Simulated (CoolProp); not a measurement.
Carbon monoxide along the isotherm 149.2 K: fugacity coefficient from the reference equation and from simpler models built on Tc = 132.9 K, pc = 3498 kPa, ω = 0.050; each cubic takes its own stable root.

Values from CoolProp's reference Helmholtz-energy equation of state, Lemmon 2006. It is a short technical equation, of lower accuracy than the large ones.

```json
[
 {"p (kPa)": "55.3", "phase": "gas", "reference": "0.9963"},
 {"p (kPa)": "83.4", "phase": "gas", "reference": "0.9944"},
 {"p (kPa)": "126", "phase": "gas", "reference": "0.9915"},
 {"p (kPa)": "190", "phase": "gas", "reference": "0.9872"},
 {"p (kPa)": "286", "phase": "gas", "reference": "0.9808"},
 {"p (kPa)": "432", "phase": "gas", "reference": "0.9710"},
 {"p (kPa)": "652", "phase": "gas", "reference": "0.9564"},
 {"p (kPa)": "984", "phase": "gas", "reference": "0.9346"},
 {"p (kPa)": "1480", "phase": "gas", "reference": "0.9023"},
 {"p (kPa)": "2240", "phase": "gas", "reference": "0.8538"},
 {"p (kPa)": "3380", "phase": "gas", "reference": "0.7827"},
 {"p (kPa)": "5090", "phase": "supercritical", "reference": "0.6796"},
 {"p (kPa)": "7690", "phase": "supercritical", "reference": "0.5466"},
 {"p (kPa)": "11600", "phase": "supercritical", "reference": "0.4404"},
 {"p (kPa)": "17500", "phase": "supercritical", "reference": "0.3754"}
]
```

**Question.** How far does each simpler model (van der Waals, Redlich-Kwong, Peng-Robinson) lie from the reference over these 15 states: mean and median of the absolute difference, and the worst?

**Answer.** 
- van der Waals: mean 1.0 %, median 0.2 %, worst +9.1 % at 149.2 K and 17500 kPa
- Redlich-Kwong: mean 0.4 %, median 0.1 %, worst +1.7 % at 149.2 K and 17500 kPa
- Peng-Robinson: mean 2.0 %, median 1.0 %, worst -6.2 % at 149.2 K and 17500 kPa
